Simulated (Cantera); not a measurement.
A Cantera script and what it prints.

```python
import numpy as np
import cantera as ct

gas_names = """
    CL Fe2CL6
""".split()
cond_names = """
    Fe(a) Fe(c) Fe(d) Fe(L)
""".split()


# ... load() reads the species with a 1 bar reference pressure and builds the phases ...
species = {s.name: s for s in load("nasa_gas.yaml", gas_names) + load("nasa_condensed.yaml", cond_names)}
# Each term lists the table entries of one substance; the one whose range holds T is used.
reactions = {
    '2 Fe + 6 Cl(g) = Fe2Cl6(g)':
        [(-2, ['Fe(a)', 'Fe(c)', 'Fe(d)', 'Fe(L)']), (-6, ['CL']), (1, ['Fe2CL6'])],
}


def pick(names, T):
    return next(species[n] for n in names if species[n].thermo.min_temp <= T <= species[n].thermo.max_temp)


results = []
for label, terms in reactions.items():
    print(label)
    print("     T/K   dH/kJ  dS/(J/K)   dG/kJ   log10 K")
    for T in [300, 850, 1050, 1250, 1450, 1650, 1850, 2050, 2250]:
        used = [(nu, pick(names, T)) for nu, names in terms]
        dH = sum(nu * s.thermo.h(T) for nu, s in used) / 1e6
        dS = sum(nu * s.thermo.s(T) for nu, s in used) / 1e3
        dG = dH - T * dS / 1e3
        logK = -dG * 1e6 / (ct.gas_constant * T * np.log(10))
        results.append((label, T, dH, dS, dG, logK, [s.name for _, s in used]))
        print(f"{T:8g} {dH:8.1f} {dS:8.1f} {dG:8.1f} {logK:8.2f}")
```

It prints:

```
2 Fe + 6 Cl(g) = Fe2Cl6(g)
     T/K   dH/kJ  dS/(J/K)   dG/kJ   log10 K
     300  -1382.2   -508.9  -1229.5   214.08
     850  -1392.8   -526.9   -944.9    58.06
    1050  -1403.5   -538.0   -838.6    41.72
    1250  -1412.4   -545.9   -730.0    30.51
    1450  -1416.1   -548.7   -620.6    22.36
    1650  -1420.4   -551.4   -510.6    16.16
    1850  -1455.8   -571.2   -399.1    11.27
    2050  -1463.4   -575.0   -284.5     7.25
    2250  -1470.7   -578.5   -169.2     3.93
```

Standard-state values (1 bar) from the NASA 1993 polynomials, evaluated with Cantera. Condensed species are held in their standard states even where they would react or evaporate.
